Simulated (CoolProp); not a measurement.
The numbers come from the reference Helmholtz-energy equation of state, Zhou 2011 in CoolProp.

Q: Give the vapour pressure (kPa), vapour density (kg/m³), liquid cp (kJ/(kg K)), surface tension (mN/m) of saturated dimethyl carbonate at 101.25 °C.

A: 
```csv
T (°C),p (kPa),vapour density (kg/m³),liquid cp (kJ/(kg K)),surface tension (mN/m)
101.25,143,4.29,1.99,17.5
```

Surface tension comes from a separate correlation (Mulero 2014).
